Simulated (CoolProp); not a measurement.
Saturation properties of diethyl ether (Tc = 467.9 K, pc = 3717 kPa, ω = 0.282).

The numbers come from the reference Helmholtz-energy equation of state, Thol 2014 in CoolProp.

| T (K) | p (kPa) | vapour density (kg/m³) | enthalpy of vaporisation (kJ/kg) | surface tension (mN/m) |
|---|---|---|---|---|
| 290.3 | 52.45 | 1.660 | 372.9 | 17.4 |
| 304.5 | 90.62 | 2.772 | 360.9 | 15.8 |
| 318.7 | 147.9 | 4.398 | 348.2 | 14.1 |
| 332.9 | 230.0 | 6.691 | 334.8 | 12.4 |
| 347.2 | 344.1 | 9.858 | 320.4 | 10.8 |
| 361.4 | 495.3 | 14.08 | 304.9 | 9.25 |
| 375.6 | 691.7 | 19.68 | 287.9 | 7.72 |
| 389.8 | 940.8 | 27.06 | 269.2 | 6.24 |
| 404 | 1251 | 36.83 | 248.0 | 4.81 |
| 418.3 | 1635 | 50.12 | 223.5 | 3.46 |

It boils at 307.6 K under 1 atm.

Surface tension comes from a separate correlation (Mulero 2014).
